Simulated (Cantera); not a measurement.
Charge: 1 mol Si, a varied amount of HCl, 0.3 mol H2, equilibrated at 400 °C and 1.30 mbar.

Equilibrium computed with Cantera from the NASA thermochemical tables; the gas is ideal and each condensed phase is pure. Candidate condensed phases: Si; 19 gas species. Kinetics and transport are ignored.

Task: What share of the Si ends up in condensed phases as a function of n(HCl) (mol), at 1.7, 3.9, 6.2, 8.4, 11, 13, 15?

Result: 
```
n(HCl) (mol)  Si condensed (%)     as
------------  ----------------  -----
1.7                       56.7  Si(s)
3.9                        0.7  Si(s)
6.2                        0.0      -
8.4                        0.0      -
11                         0.0      -
13                         0.0      -
15                         0.0      -
```
